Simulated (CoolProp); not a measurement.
A Linde-Hampson liquefier for CF4 (R14): isothermal reversible compression at 290 K from 1 atm to 20 MPa, throttling to 1 atm, return gas leaving the recuperator 0 K below the feed. Each further row changes one setting.

Values from CoolProp's reference Helmholtz-energy equation of state, Platzer 1990. This equation is an older, rougher fit; its heat capacities, sound speeds and derivatives of the liquid may be far off and weren't checked against measurements.

```
case                        liquid yield per pass  compression work (kJ/kg of gas)
--------------------------  ---------------------  -------------------------------
as stated                                   0.301                              128
high pressure 40 MPa                            …                              147
warm-end temperature 320 K                      …                              148
warm-end gap 5 K                                …                              128
```

Question: What belongs in the gaps?

Answer: 
- high pressure 40 MPa, liquid yield per pass: 0.318
- warm-end temperature 320 K, liquid yield per pass: 0.226
- warm-end gap 5 K, liquid yield per pass: 0.290
